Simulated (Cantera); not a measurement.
Charge: 1 mol Fe(CO)₅, 3.5 mol CO, 0.37 mol N₂, at 1050 K and 1 atm.

Cantera equilibrium calculation (NASA polynomials, part measured and part estimated; ideal gas, pure solids and liquids). Candidate condensed phases: C, Fe, Fe(CO)₅, FeO, Fe₂O₃, Fe₃O₄; 27 gas species. Condensed phases not in the tables: cementite and carbon dissolved in iron. Equilibrium is a limit: real reactors are often held back by kinetics, nucleation or transport.

Base state: CO 0.810, CO₂ 0.142, N₂ 0.0476 (mole fractions); condensed: C(graphite) + Fe(α).

Task: What changes in the equilibrium state with this change: temperature from 1050 K to 1525 K?

Result: 
```
species           before     after
----------------  ------  --------
CO                 0.810     0.958
N₂                0.0476    0.0417
CO₂                0.142  0.000497
C(graphite), mol    1.10   0.00440
Fe(α), mol          1.00         0
Fe(γ), mol             0     1.000
```
Iron dissolves carbon and melts from about 1420 K in contact with it, which pure phases cannot show.
